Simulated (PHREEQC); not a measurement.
Solution (25 °C): 0.0003 mol/kgw Na2SiF6. Closed to the air; pH follows from the charge balance.

Model: ion-association model, phreeqc.dat, run in PHREEQC.

Each row changes one thing in this solution. This is a speciation only: nothing precipitates in the calculation.

| case | pH | ionic strength (mol/kgw) |
|---|---|---|
| as made | 3.35 | 0.00108 |
| Na2SiF6 replaced by Na2CO3 at the same molality | 10.20 | 0.000732 |
| temperature from 25 to 40 °C | 3.40 | 0.00102 |
| Na2SiF6 replaced by HBF4 at the same molality | 3.21 | 0.000631 |
| Na2SiF6 replaced by K2SiO3 at the same molality | 10.53 | 0.000601 |
| diluted 10-fold with water | 4.02 | 0.000158 |
| diluted 100-fold with water | 4.93 | 1.77e-5 |

Some of these states are supersaturated (in Quartz (slow to form), for instance). Constants without temperature data keep their 25 °C values here. SiF6-2 is the database's only silicon fluoride.
